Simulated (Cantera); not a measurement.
Input (Python, Cantera) and output of one run.

```python
import numpy as np
import cantera as ct

gas_names = """
    CL CL2 Si SiCL SiCL2 SiCL3 SiCL4 Si2 Si3
""".split()
cond_names = """
    Si(cr) Si(L)
""".split()


# ... load() reads the species with a 1 bar reference pressure and builds the phases ...
atoms = {
    'Si': {'Si': 1},
    'Cl2': {'CL': 2},
}
top_T = {}  # K; cautious upper limits of use, not melting points


# ... equilibrate(T, P, feed) seeds the gas with the atoms and calls Mixture.equilibrate('TP', solver="vcs", rtol=1e-11, max_steps=5000) ...
results = []
feed = {'Si': 1, 'Cl2': 1.4}  # mol
for P in [1, 6.8, 46, 320, 2200, 15000, 100000]:
    for T in [673, 773, 873, 973, 1073, 1173, 1273, 1373, 1473]:
        mix = equilibrate(T, P, feed)
        results.append((T, P, feed, dict(zip(mix.species_names, mix.species_moles))))

for T, P, feed, n in results:
    print(f"{T:7g} {P:10.4g}  " + (" + ".join(c for c in cond_names if n.get(c, 0) > 1e-12) or "gas only"))
```

Result:

```
    673          1  Si(cr)
    773          1  Si(cr)
    873          1  Si(cr)
    973          1  Si(cr)
   1073          1  Si(cr)
   1173          1  gas only
   1273          1  gas only
   1373          1  gas only
   1473          1  gas only
    673        6.8  Si(cr)
    773        6.8  Si(cr)
    873        6.8  Si(cr)
    973        6.8  Si(cr)
   1073        6.8  Si(cr)
   1173        6.8  gas only
   1273        6.8  gas only
   1373        6.8  gas only
   1473        6.8  gas only
    673         46  Si(cr)
    773         46  Si(cr)
    873         46  Si(cr)
    973         46  Si(cr)
   1073         46  Si(cr)
   1173         46  Si(cr)
   1273         46  gas only
   1373         46  gas only
   1473         46  gas only
    673        320  Si(cr)
    773        320  Si(cr)
    873        320  Si(cr)
    973        320  Si(cr)
   1073        320  Si(cr)
   1173        320  Si(cr)
   1273        320  Si(cr)
   1373        320  gas only
   1473        320  gas only
    673       2200  Si(cr)
    773       2200  Si(cr)
    873       2200  Si(cr)
    973       2200  Si(cr)
   1073       2200  Si(cr)
   1173       2200  Si(cr)
   1273       2200  Si(cr)
   1373       2200  Si(cr)
   1473       2200  gas only
    673    1.5e+04  Si(cr)
    773    1.5e+04  Si(cr)
    873    1.5e+04  Si(cr)
    973    1.5e+04  Si(cr)
   1073    1.5e+04  Si(cr)
   1173    1.5e+04  Si(cr)
   1273    1.5e+04  Si(cr)
   1373    1.5e+04  Si(cr)
   1473    1.5e+04  Si(cr)
    673      1e+05  Si(cr)
    773      1e+05  Si(cr)
    873      1e+05  Si(cr)
    973      1e+05  Si(cr)
   1073      1e+05  Si(cr)
   1173      1e+05  Si(cr)
   1273      1e+05  Si(cr)
   1373      1e+05  Si(cr)
   1473      1e+05  Si(cr)
```

Cantera equilibrium calculation (NASA polynomials, part measured and part estimated; ideal gas, pure solids and liquids). The tables' values for SiCl3 are old estimates.
